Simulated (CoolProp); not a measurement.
Saturation properties of neopentane.

Computed with CoolProp (reference Helmholtz-energy equation of state, Lemmon 2006). It is a short technical equation, of lower accuracy than the large ones.

| T (°C) | p (bar) | enthalpy of vaporisation (kJ/kg) | liquid cp (kJ/(kg K)) |
|---|---|---|---|
| 37.75 | 2.529 | 292.6 | 2.388 |
| 45.85 | 3.180 | 285.3 | 2.440 |
| 53.85 | 3.938 | 277.6 | 2.495 |
| 61.85 | 4.823 | 269.6 | 2.552 |
| 69.85 | 5.848 | 261.1 | 2.613 |
| 77.95 | 7.040 | 251.9 | 2.679 |
| 85.95 | 8.384 | 242.2 | 2.751 |
| 93.95 | 9.908 | 231.7 | 2.831 |
| 101.95 | 11.62 | 220.3 | 2.922 |
| 109.95 | 13.55 | 207.8 | 3.029 |

It boils at 9.5 °C under 1 atm.
